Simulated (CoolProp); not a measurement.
Vapour-liquid equilibrium of n-octane (1) + ethylbenzene (2) at 0.0536 MPa; x and y are mole fractions of (1).

Computed with CoolProp (multi-fluid Helmholtz-energy mixture model, Beckmüller 2019 and Zhou 2012; pair parameters Bell 2016).

### Question
Give the bubble temperature and the first vapour's composition at x = 0.35, 0.5, 0.65. Is there an azeotrope?

### Answer
x = 0.35: 381.3 K, y = 0.437; x = 0.5: 379.8 K, y = 0.573; x = 0.65: 378.7 K, y = 0.699. No azeotrope shows between x = 0.05 and 0.95.

The pair parameters rest on a limited set of measurements; away from them the model extrapolates.
